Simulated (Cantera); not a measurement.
A Cantera script and what it prints.

```python
import numpy as np
import cantera as ct

gas_names = """
    B BCL BCL2 BCL3 BH BH2 BH3 BN BO BOCL BO2 B2 B2O B2O2 B2O3 B3O3CL3 B3O3H3 CL CLO CL2 H HBO HBO2 HCL
    HNO HNO2 HNO3 HOCL HO2 H2 H2O H2O2 H3B3O6 N NH NH2 NH3 NH2OH NO NO2 NO3 N2 N2H2 N2H4 N2O O OH O2 O3
""".split()
cond_names = """
    B(b) B(L) BN(s) B2O3(L) B3O3H3(cr) H2O(s) H2O(L) NH4CL(a) NH4CL(b)
""".split()


def load(file, names, dense=False):
    # The tables refer to 1 bar. Condensed volumes are neglected.
    table = {s.name: s for s in ct.Species.list_from_file(file)}
    out = []
    for n in names:
        d = dict(table[n].input_data)
        d["thermo"] = dict(d["thermo"], **{"reference-pressure": 1e5})
        if dense:
            d["equation-of-state"] = {"model": "constant-volume", "density": "1e6 g/cm^3"}
        out.append(ct.Species.from_dict(d))
    return out


gas = ct.Solution(thermo="ideal-gas", species=load("nasa_gas.yaml", gas_names))
cond = {s.name: ct.Solution(thermo="fixed-stoichiometry", species=[s], name=s.name)
        for s in load("nasa_condensed.yaml", cond_names, dense=True)}
atoms = {
    'BCl3': {'B': 1, 'CL': 3},
    'H2O': {'H': 2, 'O': 1},
    'N2': {'N': 2},
}
top_T = {'BN(s)': 3200}  # K; cautious upper limits of use, not melting points


def equilibrate(T, P, feed):
    n = {}
    for name, mol in feed.items():
        for a, k in atoms[name].items():
            n[a] = n.get(a, 0.0) + k * mol
    gas.TPX = T, P, n
    mass = sum(n.values()) * gas.mean_molecular_weight
    gas.equilibrate("TP")
    valid = [c for c in cond.values() if c.min_temp <= T <= top_T.get(c.name, c.max_temp)]
    mix = ct.Mixture([(gas, mass / gas.mean_molecular_weight)] + [(c, 0.0) for c in valid])
    mix.T, mix.P = T, P
    mix.equilibrate("TP", solver="vcs", rtol=1e-11, max_steps=5000)
    return mix


results = []
P = 1000  # Pa
for T in [1025, 1075, 1125, 1175, 1225, 1275, 1325, 1375, 1425, 1475, 1525, 1575, 1625]:
    for m in [0.33, 0.4, 0.49, 0.6, 0.73, 0.89, 1.1, 1.3, 1.6, 2, 2.4, 3]:
        feed = {'BCl3': 1, 'H2O': m, 'N2': 38}  # mol
        mix = equilibrate(T, P, feed)
        results.append((T, P, feed, dict(zip(mix.species_names, mix.species_moles))))

for T, P, feed, n in results:
    print(f"{T:7g} {feed['H2O']:10.4g}  " + (" + ".join(c for c in cond_names if n.get(c, 0) > 1e-12) or "gas only"))
```

Output:

```
   1025       0.33  gas only
   1025        0.4  B2O3(L)
   1025       0.49  B2O3(L)
   1025        0.6  B2O3(L)
   1025       0.73  B2O3(L)
   1025       0.89  B2O3(L)
   1025        1.1  B2O3(L)
   1025        1.3  B2O3(L)
   1025        1.6  B2O3(L)
   1025          2  B2O3(L)
   1025        2.4  B2O3(L)
   1025          3  B2O3(L)
   1075       0.33  BN(s)
   1075        0.4  gas only
   1075       0.49  B2O3(L)
   1075        0.6  B2O3(L)
   1075       0.73  B2O3(L)
   1075       0.89  B2O3(L)
   1075        1.1  B2O3(L)
   1075        1.3  B2O3(L)
   1075        1.6  B2O3(L)
   1075          2  B2O3(L)
   1075        2.4  B2O3(L)
   1075          3  B2O3(L)
   1125       0.33  BN(s)
   1125        0.4  gas only
   1125       0.49  B2O3(L)
   1125        0.6  B2O3(L)
   1125       0.73  B2O3(L)
   1125       0.89  B2O3(L)
   1125        1.1  B2O3(L)
   1125        1.3  B2O3(L)
   1125        1.6  B2O3(L)
   1125          2  B2O3(L)
   1125        2.4  B2O3(L)
   1125          3  B2O3(L)
   1175       0.33  BN(s)
   1175        0.4  BN(s)
   1175       0.49  B2O3(L)
   1175        0.6  B2O3(L)
   1175       0.73  B2O3(L)
   1175       0.89  B2O3(L)
   1175        1.1  B2O3(L)
   1175        1.3  B2O3(L)
   1175        1.6  B2O3(L)
   1175          2  B2O3(L)
   1175        2.4  B2O3(L)
   1175          3  B2O3(L)
   1225       0.33  BN(s)
   1225        0.4  BN(s)
   1225       0.49  BN(s) + B2O3(L)
   1225        0.6  B2O3(L)
   1225       0.73  B2O3(L)
   1225       0.89  B2O3(L)
   1225        1.1  B2O3(L)
   1225        1.3  B2O3(L)
   1225        1.6  B2O3(L)
   1225          2  B2O3(L)
   1225        2.4  B2O3(L)
   1225          3  B2O3(L)
   1275       0.33  BN(s)
   1275        0.4  BN(s)
   1275       0.49  BN(s) + B2O3(L)
   1275        0.6  B2O3(L)
   1275       0.73  B2O3(L)
   1275       0.89  B2O3(L)
   1275        1.1  B2O3(L)
   1275        1.3  B2O3(L)
   1275        1.6  B2O3(L)
   1275          2  B2O3(L)
   1275        2.4  B2O3(L)
   1275          3  B2O3(L)
   1325       0.33  BN(s)
   1325        0.4  BN(s)
   1325       0.49  BN(s)
   1325        0.6  BN(s) + B2O3(L)
   1325       0.73  B2O3(L)
   1325       0.89  B2O3(L)
   1325        1.1  B2O3(L)
   1325        1.3  B2O3(L)
   1325        1.6  B2O3(L)
   1325          2  B2O3(L)
   1325        2.4  B2O3(L)
   1325          3  B2O3(L)
   1375       0.33  BN(s)
   1375        0.4  BN(s)
   1375       0.49  BN(s)
   1375        0.6  BN(s) + B2O3(L)
   1375       0.73  B2O3(L)
   1375       0.89  B2O3(L)
   1375        1.1  B2O3(L)
   1375        1.3  B2O3(L)
   1375        1.6  B2O3(L)
   1375          2  B2O3(L)
   1375        2.4  B2O3(L)
   1375          3  B2O3(L)
   1425       0.33  BN(s)
   1425        0.4  BN(s)
   1425       0.49  BN(s)
   1425        0.6  BN(s)
   1425       0.73  B2O3(L)
   1425       0.89  B2O3(L)
   1425        1.1  B2O3(L)
   1425        1.3  B2O3(L)
   1425        1.6  B2O3(L)
   1425          2  B2O3(L)
   1425        2.4  B2O3(L)
   1425          3  B2O3(L)
   1475       0.33  BN(s)
   1475        0.4  BN(s)
   1475       0.49  BN(s)
   1475        0.6  BN(s)
   1475       0.73  gas only
   1475       0.89  B2O3(L)
   1475        1.1  B2O3(L)
   1475        1.3  B2O3(L)
   1475        1.6  B2O3(L)
   1475          2  B2O3(L)
   1475        2.4  B2O3(L)
   1475          3  gas only
   1525       0.33  BN(s)
   1525        0.4  BN(s)
   1525       0.49  BN(s)
   1525        0.6  BN(s)
   1525       0.73  gas only
   1525       0.89  gas only
   1525        1.1  B2O3(L)
   1525        1.3  B2O3(L)
   1525        1.6  B2O3(L)
   1525          2  gas only
   1525        2.4  gas only
   1525          3  gas only
   1575       0.33  BN(s)
   1575        0.4  BN(s)
   1575       0.49  BN(s)
   1575        0.6  BN(s)
   1575       0.73  gas only
   1575       0.89  gas only
   1575        1.1  gas only
   1575        1.3  gas only
   1575        1.6  gas only
   1575          2  gas only
   1575        2.4  gas only
   1575          3  gas only
   1625       0.33  BN(s)
   1625        0.4  BN(s)
   1625       0.49  BN(s)
   1625        0.6  BN(s)
   1625       0.73  gas only
   1625       0.89  gas only
   1625        1.1  gas only
   1625        1.3  gas only
   1625        1.6  gas only
   1625          2  gas only
   1625        2.4  gas only
   1625          3  gas only
```

Method: chemical equilibrium by Gibbs-energy minimisation in Cantera with the NASA 1993 tables (ideal gas, pure condensed phases). N2 is the only nitrogen source here; it is nearly inert below about 1500 K, so the nitride shown seldom forms there in practice. Mutual solubility and eutectic melting of coexisting phases are not modelled. The tables' values for BCl2 are old estimates. Gases not in the tables: H3BO3.
